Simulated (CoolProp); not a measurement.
The numbers come from the reference Helmholtz-energy equation of state, Wagner 2002 in CoolProp.

### Question
For water, give the phase and the cp (kJ/(kg K)), Prandtl number at 355.45 °C and 102 kPa; 446.55 °C and 102 kPa.

### Answer
- 355.45 °C and 102 kPa: gas; cp 2.04, Prandtl number 0.932
- 446.55 °C and 102 kPa: gas; cp 2.10, Prandtl number 0.921

Viscosity comes from a separate model (Huber 2009). Thermal conductivity comes from a separate model (Huber 2012).
